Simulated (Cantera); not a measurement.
Cantera run, input and output.

```python
import numpy as np
import cantera as ct

gas = ct.Solution("gri30.yaml")
gas.TPX = 375, 500000, {'CH4': 1, 'CO': 0.23, 'O2': 1.76, 'N2': 8.81}
inlet = ct.Reservoir(gas, clone=True)
gas.equilibrate("HP")  # start burning
reactor = ct.IdealGasConstPressureReactor(gas, energy="on", clone=False)
exhaust = ct.Reservoir(gas, clone=True)
tau = [0.07, 0.033, 0.015, 0.007, 0.0033, 0.0015, 0.0007, 0.00033, 0.00015, 7e-05, 3.3e-05, 1.5e-05, 7e-06][0]
for a, b in ((inlet, reactor), (reactor, exhaust)):
    ct.MassFlowController(a, b, mdot=lambda t: reactor.mass / tau)
net = ct.ReactorNet([reactor])
show = ['CH4', 'CO', 'O2', 'H2', 'CH2CO', 'HCO', 'N2O']

rows = []
print(f"{'tau/s':>10s}{'T/K':>9s}" + "".join(f"{s:>11s}" for s in show))
for tau in [0.07, 0.033, 0.015, 0.007, 0.0033, 0.0015, 0.0007, 0.00033, 0.00015, 7e-05, 3.3e-05, 1.5e-05, 7e-06]:
    net.initial_time = 0.0
    net.advance(30 * tau)
    before = gas.X
    net.advance(40 * tau)
    drift = np.max(np.abs(gas.X - before) / (gas.X + 1e-9))
    rows.append([gas.T, *gas[show].X, drift])
    print(f"{tau:10.3e}{gas.T:9.1f}" + "".join(f"{x:11.3e}" for x in gas[show].X))
```

It prints:

```
     tau/s      T/K        CH4         CO         O2         H2      CH2CO        HCO        N2O
 7.000e-02   1938.5  3.398e-04  3.809e-02  2.421e-04  1.963e-02  8.167e-07  2.335e-08  8.920e-09
 3.300e-02   1936.6  4.926e-04  3.790e-02  4.417e-04  1.928e-02  1.750e-06  3.851e-08  1.371e-08
 1.500e-02   1932.6  6.598e-04  3.785e-02  7.902e-04  1.889e-02  3.496e-06  7.037e-08  2.160e-08
 7.000e-03   1925.8  8.178e-04  3.812e-02  1.329e-03  1.857e-02  6.107e-06  1.326e-07  3.306e-08
 3.300e-03   1914.7  9.927e-04  3.882e-02  2.173e-03  1.831e-02  9.699e-06  2.552e-07  4.784e-08
 1.500e-03   1894.7  1.280e-03  4.026e-02  3.707e-03  1.806e-02  1.530e-05  5.142e-07  6.352e-08
 7.000e-04   1853.7  1.957e-03  4.317e-02  6.991e-03  1.771e-02  2.781e-05  1.005e-06  7.455e-08
 3.300e-04    375.0  8.475e-02  1.949e-02  1.492e-01 -1.040e-16 -1.610e-18  2.027e-35 -6.803e-22
 1.500e-04    375.0  8.475e-02  1.949e-02  1.492e-01 -4.677e-20 -7.241e-22  1.953e-35 -3.059e-25
 7.000e-05    375.0  8.475e-02  1.949e-02  1.492e-01 -2.954e-21 -4.574e-23  1.114e-35 -1.932e-26
 3.300e-05    375.0  8.475e-02  1.949e-02  1.492e-01 -1.866e-22 -2.889e-24  5.672e-36 -1.220e-27
 1.500e-05    375.0  8.475e-02  1.949e-02  1.492e-01 -1.179e-23 -1.825e-25  2.570e-36 -7.709e-29
 7.000e-06    375.0  8.475e-02  1.949e-02  1.492e-01 -7.445e-25 -1.153e-26  1.087e-36 -4.870e-30
```

Computed with Cantera and GRI-Mech 3.0 (53 species, 325 reactions).
